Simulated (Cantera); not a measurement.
Feed: 1 mol TiC, 0.76 mol H₂, 0.01 mol C, held at 2048.15 K and 75.0 Torr.

These are equilibrium values from Cantera (NASA tables, ideal gas, pure condensed phases), not measurements of a reactor. Candidate condensed phases: C, C₆H₆, C₇H₈, C₈H₁₈, Ti, TiC; 77 gas species. TiC: taken at fixed stoichiometry. Rates play no part.

Base state: H₂ 0.992, H 0.00706, C₂H₂ (acetylene) 0.00104, CH₄ 3.69e-5 (mole fractions); condensed: C(graphite) + TiC(s).

Question: What changes in the equilibrium state with this change: TiC replaced by Si₃N₄?

Answer: 
| species | before | after |
|---|---|---|
| N₂ | 0 | 0.722 |
| H₂ | 0.992 | 0.272 |
| H | 0.00706 | 0.00370 |
| Si | 0 | 0.000757 |
| HCN | 0 | 0.000513 |
| SiH | 0 | 7.59e-5 |
| Si₂N | 0 | 5.95e-5 |
| C(graphite), mol | 0.00838 | 0 |
| TiC(s), mol | 1.00 | 0 |
| Si(l), mol | 0 | 2.99 |
| SiC(s), mol | 0 | 0.00841 |
Mutual solubility and eutectic melting of coexisting phases are not modelled. The tables' values for SiN are old estimates; treat these amounts as uncertain. Gases not in the tables: Si₂H₆ and higher silanes. Further candidate phases: Si, SiC, Si₃N₄.
